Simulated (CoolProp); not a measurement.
Saturation properties of CHF3 (R23) (Tc = 299.3 K, pc = 4.832 MPa, ω = 0.263).

Model: reference Helmholtz-energy equation of state, Penoncello 2003, in CoolProp.

```csv
T (K),p (MPa),enthalpy of vaporisation (kJ/kg),vapour viscosity (µPa s)
164.1,0.01566,260.1,7.98
173.9,0.03333,252.9,8.53
183.8,0.06503,245.2,9.07
193.6,0.1166,237.3,9.60
203.4,0.1961,228.9,10.1
213.3,0.3140,219.8,10.7
223.1,0.4779,210.0,11.2
232.9,0.7000,199.3,11.8
```

It boils at 191.1 K under 1 atm.

Viscosity comes from a separate model (Shan 2000).
